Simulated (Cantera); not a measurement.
**Pb + O₂ + H₂ (iron carbonyl, mercury and lead vapours)**

Input: 1 mol Pb, 0.38 mol O₂, 44 mol H₂, at 100 Torr.

Method: chemical equilibrium by Gibbs-energy minimisation in Cantera with the NASA 1993 tables (ideal gas, pure condensed phases). Candidate condensed phases: H₂O, Pb, PbO, PbO₂, Pb₃O₄; 12 gas species. The numbers say what is thermodynamically allowed, not how fast it happens.

From 177 °C to 327 °C the condensed part is Pb(s). From 377 °C to 727 °C the condensed part is Pb(l).

```tsv
T (°C)	x H₂	x H₂O	x Pb	x H	n Pb(s)	n Pb(l)
177	0.983	0.0173	<1e-12	<1e-12	1.00	0
227	0.983	0.0173	<1e-12	<1e-12	1.00	0
277	0.983	0.0173	1.15e-12	<1e-12	1.00	0
327	0.983	0.0173	3.87e-11	<1e-12	1.00	0
377	0.983	0.0173	7.02e-10	<1e-12	0	1.00
427	0.983	0.0173	8.36e-9	<1e-12	0	1.00
477	0.983	0.0173	7.11e-8	<1e-12	0	1.000
527	0.983	0.0173	4.61e-7	7.86e-12	0	1.000
577	0.983	0.0173	2.39e-6	5.56e-11	0	1.000
627	0.983	0.0173	1.03e-5	3.17e-10	0	1.000
677	0.983	0.0173	3.77e-5	1.51e-9	0	0.998
727	0.983	0.0173	0.000121	6.16e-9	0	0.995
```
x: gas mole fraction; n: condensed amount in mol.
